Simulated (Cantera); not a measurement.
# Premixed flame

A freely propagating, adiabatic, planar premixed flame of 17.1 % CH3OH, 19.7 % O2, 63.2 % N2, equivalence ratio 1.3, unburnt at 600 K and 19000 Pa; mixture-averaged transport, grid criteria slope 0.08 and curve 0.16, no radiation.

Model: GRI-Mech 3.0 (53 species, 325 reactions), integrated in Cantera. GRI-Mech 3.0 was tuned for natural gas; its chemistry of methanol as a main component is partial and can be far from experiment. Burning velocities carry a grid error of a few per cent, more on coarse grids.

```json
[
 {"z (mm)": "-2.81", "T (K)": "600", "u (m/s)": "2.09", "x CH3OH": "0.171", "x O2": "0.196", "x C2H2": "<1e-8", "x HCN": "<1e-8", "x NO2": "<1e-8", "x NO": "<1e-8"},
 {"z (mm)": "-1.88", "T (K)": "603", "u (m/s)": "2.11", "x CH3OH": "0.169", "x O2": "0.195", "x C2H2": "<1e-8", "x HCN": "<1e-8", "x NO2": "<1e-8", "x NO": "<1e-8"},
 {"z (mm)": "-1.41", "T (K)": "611", "u (m/s)": "2.15", "x CH3OH": "0.168", "x O2": "0.192", "x C2H2": "<1e-8", "x HCN": "<1e-8", "x NO2": "<1e-8", "x NO": "<1e-8"},
 {"z (mm)": "-0.938", "T (K)": "672", "u (m/s)": "2.41", "x CH3OH": "0.161", "x O2": "0.184", "x C2H2": "8.89e-8", "x HCN": "<1e-8", "x NO2": "2.07e-8", "x NO": "1.46e-8"},
 {"z (mm)": "-0.469", "T (K)": "1021", "u (m/s)": "3.86", "x CH3OH": "0.121", "x O2": "0.149", "x C2H2": "8.97e-7", "x HCN": "9.73e-8", "x NO2": "1.10e-7", "x NO": "1.70e-7"},
 {"z (mm)": "-0.234", "T (K)": "1409", "u (m/s)": "5.56", "x CH3OH": "0.0665", "x O2": "0.110", "x C2H2": "2.34e-6", "x HCN": "2.50e-7", "x NO2": "1.05e-7", "x NO": "5.24e-7"},
 {"z (mm)": "0", "T (K)": "1790", "u (m/s)": "7.37", "x CH3OH": "0.0124", "x O2": "0.0709", "x C2H2": "4.89e-6", "x HCN": "5.40e-7", "x NO2": "2.46e-8", "x NO": "1.18e-6"},
 {"z (mm)": "0.234", "T (K)": "1933", "u (m/s)": "8.07", "x CH3OH": "0.000406", "x O2": "0.0451", "x C2H2": "4.29e-6", "x HCN": "7.64e-7", "x NO2": "<1e-8", "x NO": "1.95e-6"},
 {"z (mm)": "0.469", "T (K)": "1964", "u (m/s)": "8.19", "x CH3OH": "3.36e-6", "x O2": "0.0285", "x C2H2": "1.25e-6", "x HCN": "6.17e-7", "x NO2": "<1e-8", "x NO": "2.63e-6"},
 {"z (mm)": "0.938", "T (K)": "1989", "u (m/s)": "8.26", "x CH3OH": "<1e-8", "x O2": "0.0152", "x C2H2": "3.03e-8", "x HCN": "2.50e-7", "x NO2": "<1e-8", "x NO": "3.61e-6"},
 {"z (mm)": "1.88", "T (K)": "2014", "u (m/s)": "8.31", "x CH3OH": "<1e-8", "x O2": "0.0107", "x C2H2": "<1e-8", "x HCN": "3.81e-8", "x NO2": "<1e-8", "x NO": "4.96e-6"},
 {"z (mm)": "3.75", "T (K)": "2040", "u (m/s)": "8.39", "x CH3OH": "<1e-8", "x O2": "0.00952", "x C2H2": "<1e-8", "x HCN": "<1e-8", "x NO2": "<1e-8", "x NO": "7.25e-6"},
 {"z (mm)": "7.50", "T (K)": "2079", "u (m/s)": "8.52", "x CH3OH": "<1e-8", "x O2": "0.00854", "x C2H2": "<1e-8", "x HCN": "<1e-8", "x NO2": "<1e-8", "x NO": "1.18e-5"}
]
```
x: mole fraction of selected species; z is measured from the peak of heat release.

The laminar burning velocity is 208 cm/s and the thermal thickness is 0.938 mm. The peak x(C2H2) is 5.40e-6 and the peak x(HCN) is 7.64e-7. The grid points comes out as 159.
